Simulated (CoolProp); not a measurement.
Vapour-liquid equilibrium of diethyl ether (1) + n-hexane (2) at 191 kPa; x and y are mole fractions of (1).

Model: multi-fluid Helmholtz-energy mixture model, Thol 2014 and Thol 2019; pair parameters Bell 2016, in CoolProp.

| x | bubble temperature (K) | y at the bubble point | dew temperature at overall composition x (K) | liquid density (mol/L) |
|---|---|---|---|---|
| 0.05 | 359.7 | 0.137 | 362.2 | 6.970 |
| 0.2 | 350.8 | 0.421 | 357.9 | 7.282 |
| 0.35 | 344.3 | 0.600 | 353.2 | 7.589 |
| 0.5 | 339.2 | 0.727 | 348.0 | 7.903 |
| 0.65 | 335.0 | 0.827 | 342.4 | 8.233 |
| 0.8 | 331.2 | 0.909 | 336.2 | 8.582 |
| 0.95 | 327.8 | 0.979 | 329.3 | 8.954 |

No azeotrope shows between x = 0.05 and 0.95.

The pair parameters rest on a limited set of measurements; away from them the model extrapolates.
